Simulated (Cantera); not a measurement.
Source: NASA polynomial tables (part measured, part estimated), evaluated in Cantera. Values are per mole of reaction as written; species without (g) are pure solids or liquids, kept so even where they would boil at 1 bar.

AlCl3(g) + 2 Al ⇌ 3 AlCl(g), with ΔH° = 430.2 kJ and ΔS° = 312.7 J/K at 300 K.

Task: How far is the shortcut ΔG° ≈ ΔH°(300 K) − T·ΔS°(300 K) from the full temperature-dependent value at 1173, 1323, 1473, 1623, 1773, 1923, 2073, 2223 K?

Result: 
| T (K) | shortcut (kJ) | full (kJ) | difference (kJ) | difference in log10 K | condensed phases |
|---|---|---|---|---|---|
| 1173 | 63.4 | 85.8 | -22.4 | 1.00 | Al(l) |
| 1323 | 16.5 | 47.9 | -31.4 | 1.24 | Al(l) |
| 1473 | -30.4 | 10.5 | -40.9 | 1.45 | Al(l) |
| 1623 | -77.3 | -26.3 | -51.0 | 1.64 | Al(l) |
| 1773 | -124.2 | -62.7 | -61.5 | 1.81 | Al(l) |
| 1923 | -171.1 | -98.7 | -72.4 | 1.97 | Al(l) |
| 2073 | -218.0 | -134.4 | -83.6 | 2.11 | Al(l) |
| 2223 | -264.9 | -169.7 | -95.3 | 2.24 | Al(l) |
The shortcut ignores heat capacities and the phase changes listed.
